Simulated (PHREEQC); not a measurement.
**Spent oxide etchant: speciation**

Make-up at 25 °C: 7 mmol/kgw NH4HF2, 63 mmol/kgw H2SiF6, 110 mmol/kgw H3PO4 and 150 mmol/kgw HCl. Closed to the air; pH follows from the charge balance.

Equilibrium calculation in PHREEQC: ion-association model, phreeqc.dat.

* **pH**: 0.67
* **ionic strength**: 0.344 mol/kgw
* **activity of water**: 0.989
* **density**: 1.012 g/cm³
* **total alkalinity**: -645 meq/kg

| species | molality | activity | log γ |
|---|---|---|---|
| H+ | 0.274 | 0.213 | -0.109 |
| Cl- | 0.150 | 0.101 | -0.170 |
| H3PO4 | 0.105 | 0.114 | 0.034 |
| SiF6-2 | 0.0628 | 0.0154 | -0.609 |
| HF | 0.0153 | 0.0165 | 0.034 |
| NH4+ | 0.00700 | 0.00440 | -0.202 |
| H2PO4- | 0.00508 | 0.00363 | -0.147 |
| H4SiO4 | 0.000228 | 0.000246 | 0.034 |
| F- | 7.82e-5 | 5.18e-5 | -0.179 |
| HF2- | 4.50e-6 | 3.29e-6 | -0.136 |
| HPO4-2 | 4.30e-9 | 1.06e-9 | -0.609 |

This is a speciation only: nothing precipitates in the calculation. Saturation is exceeded, for instance for Quartz (slow to form); the values hold only as long as no solid forms. SiF6-2 is the database's only silicon fluoride.
